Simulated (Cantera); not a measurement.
## Abatement and gas-phase synthesis: CO2 + H2O + O2

Input: 1 mol CO2, 0.43 mol H2O, 0.21 mol O2, equilibrated at 1202 °C and 143 Torr.

These are equilibrium values from Cantera (NASA tables, ideal gas, pure condensed phases), not measurements of a reactor. Candidate condensed phases: C, C6H6, C7H8, C8H18, H2O; 110 gas species. Equilibrium is a limit: real reactors are often held back by kinetics, nucleation or transport.

- x(CO2): 0.610
- x(H2O): 0.262
- x(O2): 0.128
- x(OH): 0.000136
- x(CO): 1.31e-5
- x(O): 2.36e-6
- x(H2): 2.26e-6
- gas amount: 1.640 mol
- log10 activity of C(graphite) (absent): -13.35
